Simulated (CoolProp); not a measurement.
Model: reference Helmholtz-energy equation of state, Schroeder 2014, in CoolProp.

Problem. For ethanol, give the phase and the Z, cv (kJ/(kg K)), isothermal compressibility (1/MPa), viscosity (µPa s) at 152.35 °C and 82.7 bar; 159.25 °C and 82.7 bar; 207.05 °C and 82.7 bar.

Solution. 
- 152.35 °C and 82.7 bar: liquid; Z 0.162, cv 2.86, isothermal compressibility 0.00325, viscosity 184
- 159.25 °C and 82.7 bar: liquid; Z 0.162, cv 2.89, isothermal compressibility 0.00359, viscosity 170
- 207.05 °C and 82.7 bar: liquid; Z 0.167, cv 3.02, isothermal compressibility 0.00885, viscosity 98.2

Viscosity comes from a separate model (Kiselev 2005).
